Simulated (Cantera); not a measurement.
A closed system holds: 1 mol CH2F2, 0.082 mol HCl, held at 3423 K and 140 Pa.

Method: chemical equilibrium by Gibbs-energy minimisation in Cantera with the NASA 1993 tables (ideal gas, pure condensed phases). The numbers say what is thermodynamically allowed, not how fast it happens.

```tsv
species	before	after
HF	0.0653	0.954
HCl	5.87e-5	0.0278
Cl	0.0177	0.0113
H	0.384	0.00246
F	0.359	0.000192
C2	0.0148	<1e-9
C	0.133	1.26e-8
C3	0.0146	1.06e-8
CH	3.55e-5	<1e-9
C4	1.56e-5	<1e-9
CF	0.00966	7.88e-7
C2H	0.000240	2.74e-8
CF2	1.89e-5	5.95e-7
H2	0.000848	0.00452
C(graphite), mol	0	1.000
```
Gas species are given as mole fractions.

Question: Which change was made?
A. temperature from 3423 K to 3298.15 K
B. pressure from 140 Pa to 350 Pa
C. temperature from 3423 K to 1975 K
D. pressure from 140 Pa to 4.50 Pa

Answer: C, temperature from 3423 K to 1975 K
